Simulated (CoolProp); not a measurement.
Model: reference Helmholtz-energy equation of state, Lemmon 2005, in CoolProp. It is a short technical equation, of lower accuracy than the large ones.

Task: Give the vapour pressure (bar), liquid density (kg/m³), liquid cp (kJ/(kg K)), surface tension (mN/m) of saturated trans-2-butene at -54.35, -41.95 °C.

Result: 
| T (°C) | p (bar) | liquid density (kg/m³) | liquid cp (kJ/(kg K)) | surface tension (mN/m) |
|---|---|---|---|---|
| -54.35 | 0.0657 | 685 | 2.05 | 23.3 |
| -41.95 | 0.139 | 672 | 2.08 | 21.6 |

Surface tension comes from a separate correlation (Mulero 2014).
